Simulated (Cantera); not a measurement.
Feed: 1 mol SiH4, 0.27 mol H2O, 3.6 mol H2, equilibrated at 1450 °C.

Equilibrium computed with Cantera from the NASA thermochemical tables; the gas is ideal and each condensed phase is pure. Candidate condensed phases: H2O, Si, SiO2; 18 gas species. Each liquid is taken as pure. Mutual solubility and eutectic melting of coexisting phases are not modelled. The tables hold silica as quartz up to 1696 K and as liquid above; real silica turns to tridymite and cristobalite and melts near 1996 K. Gases not in the tables: Si2H6 and higher silanes. Rates play no part.

### Question
Which condensed phases are stable at each of these points (P (Pa)): 5, 26, 140, 710, 3700, 19000, 100000?

### Answer
```csv
P (Pa),condensed phases,Si condensed (%)
5,Si(l),60.2
26,Si(l),70.6
140,Si(l),72.5
710,Si(l),72.9
3700,Si(l),73.0
19000,Si(l),73.0
100000,Si(l) + SiO2(condensed),89.9
```

From 5.00 Pa to 19000 Pa the condensed part is Si(l). At 100000 Pa the condensed part is Si(l) + SiO2(condensed).
